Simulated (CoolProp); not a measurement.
Saturation properties of CH3F (R41).

The numbers come from the reference Helmholtz-energy equation of state, Lemmon 2006 in CoolProp. It is a short technical equation, of lower accuracy than the large ones.

```csv
T (°C),p (MPa),liquid density (kg/m³),vapour density (kg/m³),enthalpy of vaporisation (kJ/kg),surface tension (mN/m)
-105.25,0.01757,935.0,0.4347,522.5,19.8
-90.35,0.04983,905.7,1.148,503.8,17.4
-75.35,0.1192,874.9,2.590,483.5,15.0
-60.35,0.2491,842.3,5.176,461.2,12.7
-45.35,0.4683,807.4,9.453,436.2,10.5
-30.35,0.8105,769.6,16.17,407.7,8.35
-15.45,1.310,728.0,26.36,374.5,6.33
-0.45,2.015,680.3,41.99,334.4,4.41
14.55,2.975,623.4,66.74,283.7,2.65
```

It boils at -78.4 °C under 1 atm.

Surface tension comes from a separate correlation (Mulero 2012).
